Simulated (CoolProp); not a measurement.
Properties of C3F8 (R218) along the isobar 1.01 bar.

Computed with CoolProp (reference Helmholtz-energy equation of state, Lemmon 2006). It is a short technical equation, of lower accuracy than the large ones.

```tsv
T (K)	phase	Joule-Thomson coefficient (K/MPa)	fugacity coefficient
218.8	liquid	-0.3281	0.4096
234.6	liquid	___	0.8823
250.4	gas	25.53	___
266.2	gas	___	0.9686
282	gas	15.57	0.9746
297.8	gas	12.75	0.9791
313.6	gas	10.67	0.9826
329.4	gas	9.093	0.9854
345.2	gas	___	0.9876
361	gas	___	0.9894
376.8	gas	___	0.9909
392.6	gas	5.438	0.9922
408.4	gas	4.892	0.9932
424.2	gas	4.429	0.9941
440	gas	4.034	0.9949
```

Problem. What belongs in the gaps?

Solution. 
- 234.6, Joule-Thomson coefficient (K/MPa): -0.2758
- 250.4, fugacity coefficient: 0.9605
- 266.2, Joule-Thomson coefficient (K/MPa): 19.57
- 345.2, Joule-Thomson coefficient (K/MPa): 7.863
- 361, Joule-Thomson coefficient (K/MPa): 6.885
- 376.8, Joule-Thomson coefficient (K/MPa): 6.092
